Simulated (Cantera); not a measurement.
Feed: 1 mol Si₃N₄, 0.077 mol O₂, 13 mol N₂, equilibrated at 0.00610 bar.

Cantera equilibrium calculation (NASA polynomials, part measured and part estimated; ideal gas, pure solids and liquids). Candidate condensed phases: Si, SiO₂, Si₂N₂O, Si₃N₄; 16 gas species. Mutual solubility and eutectic melting of coexisting phases are not modelled. Equilibrium is a limit: real reactors are often held back by kinetics, nucleation or transport. All values below are at 1298 K.

Base state: N₂ 1.00 (mole fractions); condensed: Si₂N₂O(s) + Si₃N₄(s).

### Question
What changes in the equilibrium state with this change: Si₃N₄ replaced by SiC?

### Answer
```tsv
species	before	after
N₂	1.00	1.000
CO	0	4.47e-5
Si₂N₂O(s), mol	0.154	0.153
Si₃N₄(s), mol	0.897	0.231
C(graphite), mol	0	0.999
```
N₂ is the only nitrogen source here; it is nearly inert below about 1500 K, so the nitride shown seldom forms there in practice. Further candidate phases: C, SiC.
